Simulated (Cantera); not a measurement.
Adiabatic ignition

An adiabatic, constant-pressure homogeneous reactor starts with 27.4 % CO, 0.878 % H2, 8.86 % O2, 62.8 % N2, at 1075 K and 2250 Torr.

Detailed kinetics in Cantera: GRI-Mech 3.0 (53 species, 325 reactions). The hydrogen kinetics of GRI-Mech 3.0 are dated; newer H2 mechanisms differ, most at raised pressure.

| t (s) | T (K) | x CO | x H2 | x O2 | x H2O | x O | x CO2 |
|---|---|---|---|---|---|---|---|
| 2.00e-6 | 1075 | 0.274 | 0.00878 | 0.0886 | 1.07e-11 | 7.09e-10 | 8.55e-10 |
| 5.02e-6 | 1075 | 0.274 | 0.00878 | 0.0886 | 9.33e-11 | 1.63e-9 | 2.54e-9 |
| 1.26e-5 | 1075 | 0.274 | 0.00878 | 0.0886 | 7.24e-10 | 3.65e-9 | 9.34e-9 |
| 3.17e-5 | 1075 | 0.274 | 0.00878 | 0.0886 | 5.50e-9 | 8.61e-9 | 4.74e-8 |
| 7.96e-5 | 1075 | 0.274 | 0.00878 | 0.0886 | 5.64e-8 | 3.45e-8 | 4.16e-7 |
| 0.000200 | 1075 | 0.274 | 0.00877 | 0.0886 | 2.26e-6 | 9.15e-7 | 1.58e-5 |
| 0.000502 | 1186 | 0.264 | 0.00585 | 0.0814 | 0.00262 | 0.000706 | 0.0120 |
| 0.00126 | 2383 | 0.121 | 0.000892 | 0.00268 | 0.00770 | 0.000719 | 0.178 |
| 0.00317 | 2425 | 0.117 | 0.000883 | 0.000559 | 0.00828 | 0.000143 | 0.184 |
| 0.00796 | 2425 | 0.117 | 0.000886 | 0.000493 | 0.00831 | 0.000127 | 0.184 |
| 0.0200 | 2424 | 0.117 | 0.000888 | 0.000485 | 0.00831 | 0.000125 | 0.183 |
| 0.0502 | 2423 | 0.117 | 0.000889 | 0.000481 | 0.00830 | 0.000125 | 0.183 |
| 0.126 | 2423 | 0.117 | 0.000890 | 0.000481 | 0.00830 | 0.000125 | 0.183 |
| 0.317 | 2423 | 0.117 | 0.000890 | 0.000481 | 0.00830 | 0.000125 | 0.183 |
| 0.796 | 2423 | 0.117 | 0.000890 | 0.000481 | 0.00830 | 0.000125 | 0.183 |
| 2.00 | 2423 | 0.117 | 0.000890 | 0.000481 | 0.00830 | 0.000125 | 0.183 |
x: mole fraction; the columns are a selection and need not sum to one.

| Property | Value |
|---|---|
| time of steepest temperature rise | 0.558 ms |
| temperature at 2.00 s | 2423 K |
| equilibrium temperature | 2423 K |
| x(CO) at 2.00 s | 0.117 (gas-phase equilibrium 0.117) |
| x(H2) at 2.00 s | 0.000890 (gas-phase equilibrium 0.000890) |
| x(O2) at 2.00 s | 0.000481 (gas-phase equilibrium 0.000481) |
